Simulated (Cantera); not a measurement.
Input: 1 mol Cu, 0.14 mol H2O, 2.1 mol H2, equilibrated at 3.50 bar.

Method: chemical equilibrium by Gibbs-energy minimisation in Cantera with the NASA 1993 tables (ideal gas, pure condensed phases). Candidate condensed phases: Cu, CuO, Cu(OH)2, Cu2O, H2O; 12 gas species. Kinetics and transport are ignored.

x: gas mole fraction; n: condensed amount in mol.

```tsv
T (K)	x H2	x H2O	x Cu	x H	x OH	n Cu(s)	n Cu(l)
1350	0.937	0.0625	1.40e-7	[?]	1.34e-9	1.00	0
1400	0.937	0.0625	3.85e-7	[?]	3.34e-9	0	1.000
1450	0.937	0.0625	9.83e-7	[?]	7.82e-9	0	1.000
1500	0.937	0.0625	2.35e-6	[?]	1.73e-8	0	1.000
1550	0.937	0.0625	5.30e-6	[?]	3.65e-8	0	1.000
1600	0.937	0.0625	1.14e-5	[?]	7.35e-8	0	1.000
1650	0.937	0.0625	2.32e-5	[?]	1.42e-7	0	1.000
1700	0.937	0.0625	4.54e-5	[?]	2.63e-7	0	1.000
1750	0.937	0.0625	8.53e-5	[?]	4.70e-7	0	1.000
1800	0.937	0.0625	0.000155	[?]	8.16e-7	0	1.000
1850	0.937	0.0625	0.000271	[?]	1.37e-6	0	0.999
1900	0.937	0.0625	0.000462	[?]	2.25e-6	0	0.999
```

Question: Complete the blanks.

Answer: 
- 1350, x H: 1.23e-6
- 1400, x H: 2.52e-6
- 1450, x H: 4.89e-6
- 1500, x H: 9.11e-6
- 1550, x H: 1.63e-5
- 1600, x H: 2.81e-5
- 1650, x H: 4.70e-5
- 1700, x H: 7.63e-5
- 1750, x H: 0.000120
- 1800, x H: 0.000185
- 1850, x H: 0.000279
- 1900, x H: 0.000411
